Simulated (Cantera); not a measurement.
Gas mixture: CO : C2H4 = 0.81 : 0.48 (molar parts), at 0.00110 bar, frozen composition.

Cantera's kinetic-theory transport with the Lennard-Jones parameters of GRI-Mech 3.0, ideal gas; thermal conductivity in the mixture-averaged form. The composition is frozen, though it would react at the higher temperatures.

One state of this run: ρ (kg/m³) = 0.000674; cp (J/kg/K) = 1561; μ (µPa s) = 23.2; λ (mW/m/K) = 46.2; Pr = 0.782; D (cm²/s) CH4 = 543; D (cm²/s) CO2 = 389; D (cm²/s) NO = 492. D: mixture-averaged diffusion coefficient of that species in the mixture.

Q: Which value of T (K) does it belong to?
A. 550
B. 1000
C. 1150
D. 850

A: A, 550
